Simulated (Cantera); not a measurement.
A perfectly stirred reactor is fed with C₃H₈ : O₂ : N₂ = 1 : 2.94 : 11.1 (molar parts), at 1.00 atm; it is adiabatic with a 325 K inlet, and is followed from long to short residence time, starting on the burning branch (τ in s: 0.058, 0.028, 0.014, 0.0069, 0.0034, 0.0017, 0.00081, 0.0004, 0.0002, 9.7e-05, 4.7e-05, 2.3e-05).

Cantera simulation using GRI-Mech 3.0 (53 species, 325 reactions); the numbers are that mechanism's predictions, not measurements. GRI-Mech 3.0 was tuned for natural gas; its chemistry of propane as a main component is partial and can be far from experiment.

Problem. Predict: blow-out, bracketed by the residence times tried; x(C₃H₈) at τ = 58.0 ms; x(O₂) at τ = 58.0 ms; x(CH₂CO) at τ = 58.0 ms; x(CO₂) at τ = 58.0 ms; x(N₂O) at τ = 58.0 ms; x(C₃H₈) at τ = 0.810 ms; x(O₂) at τ = 0.810 ms; x(CH₂CO) at τ = 0.810 ms; x(CO₂) at τ = 0.810 ms; x(N₂O) at τ = 0.810 ms.

Solution. 
- blow-out, bracketed by the residence times tried: burning at 0.810 ms, out at 0.400 ms
- x(C₃H₈) at τ = 58.0 ms: 3.66e-6
- x(O₂) at τ = 58.0 ms: 0.000545
- x(CH₂CO) at τ = 58.0 ms: 2.85e-5
- x(CO₂) at τ = 58.0 ms: 0.0428
- x(N₂O) at τ = 58.0 ms: 6.49e-9
- x(C₃H₈) at τ = 0.810 ms: 0.000273
- x(O₂) at τ = 0.810 ms: 0.0151
- x(CH₂CO) at τ = 0.810 ms: 0.000400
- x(CO₂) at τ = 0.810 ms: 0.0318
- x(N₂O) at τ = 0.810 ms: 7.97e-9
